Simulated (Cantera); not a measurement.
## Aluminium nitride and oxide growth: Al + O₂ + H₂

Feed: 1 mol Al, 3.5 mol O₂, 1.2 mol H₂, held at 1700 Pa.

These are equilibrium values from Cantera (NASA tables, ideal gas, pure condensed phases), not measurements of a reactor. Candidate condensed phases: Al, Al₂O₃, H₂O; 19 gas species. The numbers say what is thermodynamically allowed, not how fast it happens.

From 873 K to 2073 K the condensed part is Al₂O₃(s).

```csv
T (K),log p O₂,log p H₂O,log p OH,log p O,n Al₂O₃(s)
873,-1.96,-2.22,-9.10,-12.70,0.500
973,-1.96,-2.22,-8.10,-11.15,0.500
1073,-1.96,-2.22,-7.29,-9.89,0.500
1173,-1.96,-2.22,-6.62,-8.84,0.500
1273,-1.96,-2.22,-6.05,-7.95,0.500
1373,-1.96,-2.22,-5.56,-7.19,0.500
1473,-1.96,-2.22,-5.14,-6.54,0.500
1573,-1.96,-2.22,-4.77,-5.96,0.500
1673,-1.96,-2.22,-4.45,-5.46,0.500
1773,-1.96,-2.22,-4.16,-5.01,0.500
1873,-1.96,-2.22,-3.91,-4.61,0.500
1973,-1.97,-2.23,-3.68,-4.25,0.500
2073,-1.97,-2.23,-3.48,-3.93,0.500
```
log p: log10 of the partial pressure in bar; n: condensed amount in mol.
